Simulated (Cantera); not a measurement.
Charge: 1 mol Si, 14 mol HCl, 55 mol H2, equilibrated at 1375 °C and 10000 Pa.

These are equilibrium values from Cantera (NASA tables, ideal gas, pure condensed phases), not measurements of a reactor. Candidate condensed phases: Si; 19 gas species. The tables' values for SiCl3 are old estimates; treat these amounts as uncertain. Equilibrium is a limit: real reactors are often held back by kinetics, nucleation or transport.

Problem. What is the equilibrium state?

Solution. 
- x(H2): 0.812
- x(HCl): 0.173
- x(SiCl2): 0.0134
- x(SiCl3): 0.000854
- x(H): 0.000254
- x(SiCl4): 0.000120
- x(SiHCl3): 9.41e-5
- x(Cl): 4.23e-5
- x(SiH2Cl2): 1.26e-5
- gas amount: 68.97 mol
- log10 activity of Si(s) (absent): -0.99
